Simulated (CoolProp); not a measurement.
Properties of R365MFC along the isobar 4.04 MPa.

Computed with CoolProp (reference Helmholtz-energy equation of state, Lemmon 2016).

```csv
T (K),phase,cp (kJ/(kg K)),cv (kJ/(kg K)),fugacity coefficient
264.9,liquid,1.312,0.9848,0.003614
291,liquid,1.355,1.024,0.01234
317.1,liquid,1.404,1.064,0.03270
343.2,liquid,1.459,1.106,0.07157
369.4,liquid,1.524,1.148,0.1354
395.5,liquid,1.606,1.191,0.2269
421.6,liquid,1.727,1.238,0.3451
447.7,liquid,1.988,1.298,0.4830
473.9,supercritical,6.241,1.484,0.6198
500,supercritical,1.821,1.348,0.6920
```

The peak of cp marks the crossing from liquid-like to gas-like fluid above the critical point.
